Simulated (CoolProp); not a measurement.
Model: reference Helmholtz-energy equation of state, Lemmon 2006, in CoolProp. It is a short technical equation, of lower accuracy than the large ones.

Question: Give the vapour pressure (MPa), liquid density (kg/m³), vapour density (kg/m³) of saturated carbon monoxide at 87.3, 91.5, 104.2 K.

Answer: 
| T (K) | p (MPa) | liquid density (kg/m³) | vapour density (kg/m³) |
|---|---|---|---|
| 87.3 | 0.184 | 768 | 7.60 |
| 91.5 | 0.273 | 748 | 11.0 |
| 104.2 | 0.733 | 682 | 28.5 |
